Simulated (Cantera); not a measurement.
An isothermal, constant-pressure homogeneous reactor starts with C2H6 : H2 = 1 : 3.7 (molar parts), at 1173 K and 1.01 bar. Integrator tolerance rtol = 1e-08.

Model: GRI-Mech 3.0 (53 species, 325 reactions), integrated in Cantera. GRI-Mech 3.0 stops at C3 and has no aromatics, soot or wall deposition, so with more carbon than oxygen in the feed, carbon stays in small species such as C2H2 where larger ones or solid carbon would form.

| quantity | before | after |
|---|---|---|
| x(C2H6) at 2.00 s | 0.0118 (gas-phase equilibrium 0.000199) | 0.000188 (gas-phase equilibrium 0.000182) |
| x(H2) at 2.00 s | 0.712 (gas-phase equilibrium 0.577) | 0.716 (gas-phase equilibrium 0.707) |
| x(C2H4) at 2.00 s | 0.0802 (gas-phase equilibrium 0.00161) | 0.0209 (gas-phase equilibrium 0.0195) |
| x(C2H2) at 2.00 s | 0.00635 (gas-phase equilibrium 0.000149) | 0.0601 (gas-phase equilibrium 0.0565) |
| x(CH4) at 2.00 s | 0.189 (gas-phase equilibrium 0.421) | 0.203 (gas-phase equilibrium 0.217) |
| x(CH2) at 2.00 s | 3.44e-12 (gas-phase equilibrium <1e-12) | 4.18e-10 (gas-phase equilibrium 4.05e-10) |
| x(C2H) at 2.00 s | 1.22e-12 (gas-phase equilibrium <1e-12) | 9.31e-10 (gas-phase equilibrium 8.35e-10) |

Problem. Name the change that produced these shifts.
(A) C2H6 1 to 0.16 parts
(B) temperature 1173 to 1448 K
(C) temperature 1173 to 1950 K
(D) H2 3.7 to 7.7 parts

Solution. B, temperature 1173 to 1448 K
